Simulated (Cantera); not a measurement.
Charge: 1 mol B2O3, 170 mol H2, 11 mol N2, equilibrated at 1598.15 K and 19.0 mbar.

Method: chemical equilibrium by Gibbs-energy minimisation in Cantera with the NASA 1993 tables (ideal gas, pure condensed phases). Candidate condensed phases: B, BN, B2O3, B3O3H3, H2O; 39 gas species. Equilibrium is a limit: real reactors are often held back by kinetics, nucleation or transport.

### Question
What is the equilibrium state?

### Answer
| Property | Value |
|---|---|
| x(H2) | 0.929 |
| x(N2) | 0.0604 |
| x(HBO) | 0.00487 |
| x(HBO2) | 0.00381 |
| x(B2O3) | 0.000982 |
| x(H2O) | 0.000702 |
| x(H) | 0.000373 |
| x(B2O2) | 0.000148 |
| x(BO) | 4.45e-5 |
| gas amount | 182.0 mol |
| log10 activity of B(s) (absent) | -2.55 |
| log10 activity of B3O3H3(s) (absent) | -12.19 |
